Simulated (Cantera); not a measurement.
**SiCl4 + H2 (chlorosilane synthesis and conversion)**

Charge: 1 mol SiCl4, 2.6 mol H2, equilibrated at 1 atm.

Equilibrium computed with Cantera from the NASA thermochemical tables; the gas is ideal and each condensed phase is pure. Candidate condensed phases: Si; 19 gas species. The tables' values for SiCl3 are old estimates; treat these amounts as uncertain. Rates play no part.

```json
[
 {"T (°C)": "350", "log p H2": "-0.14", "log p SiCl4": "-0.56", "log p HCl": "-2.51", "log p SiHCl3": "-2.51", "log p SiCl3": "-7.60", "log p SiCl2": "-11.66"},
 {"T (°C)": "400", "log p H2": "-0.14", "log p SiCl4": "-0.56", "log p HCl": "-2.30", "log p SiHCl3": "-2.30", "log p SiCl3": "-6.71", "log p SiCl2": "-10.20"},
 {"T (°C)": "450", "log p H2": "-0.14", "log p SiCl4": "-0.56", "log p HCl": "-2.11", "log p SiHCl3": "-2.11", "log p SiCl3": "-5.95", "log p SiCl2": "-8.94"},
 {"T (°C)": "500", "log p H2": "-0.14", "log p SiCl4": "-0.57", "log p HCl": "-1.95", "log p SiHCl3": "-1.96", "log p SiCl3": "-5.29", "log p SiCl2": "-7.85"},
 {"T (°C)": "550", "log p H2": "-0.14", "log p SiCl4": "-0.57", "log p HCl": "-1.82", "log p SiHCl3": "-1.82", "log p SiCl3": "-4.71", "log p SiCl2": "-6.90"},
 {"T (°C)": "600", "log p H2": "-0.15", "log p SiCl4": "-0.58", "log p HCl": "-1.70", "log p SiHCl3": "-1.70", "log p SiCl3": "-4.20", "log p SiCl2": "-6.05"},
 {"T (°C)": "650", "log p H2": "-0.15", "log p SiCl4": "-0.59", "log p HCl": "-1.59", "log p SiHCl3": "-1.60", "log p SiCl3": "-3.75", "log p SiCl2": "-5.31"},
 {"T (°C)": "700", "log p H2": "-0.15", "log p SiCl4": "-0.60", "log p HCl": "-1.49", "log p SiHCl3": "-1.51", "log p SiCl3": "-3.35", "log p SiCl2": "-4.64"},
 {"T (°C)": "750", "log p H2": "-0.16", "log p SiCl4": "-0.61", "log p HCl": "-1.41", "log p SiHCl3": "-1.44", "log p SiCl3": "-2.99", "log p SiCl2": "-4.04"},
 {"T (°C)": "800", "log p H2": "-0.16", "log p SiCl4": "-0.63", "log p HCl": "-1.33", "log p SiHCl3": "-1.37", "log p SiCl3": "-2.67", "log p SiCl2": "-3.51"},
 {"T (°C)": "850", "log p H2": "-0.17", "log p SiCl4": "-0.64", "log p HCl": "-1.25", "log p SiHCl3": "-1.32", "log p SiCl3": "-2.39", "log p SiCl2": "-3.04"},
 {"T (°C)": "900", "log p H2": "-0.18", "log p SiCl4": "-0.66", "log p HCl": "-1.18", "log p SiHCl3": "-1.29", "log p SiCl3": "-2.14", "log p SiCl2": "-2.63"}
]
```
log p: log10 of the partial pressure in bar; nothing condenses.

From 350 °C to 900 °C nothing is condensed. The main Si-bearing gas is SiCl4 throughout.
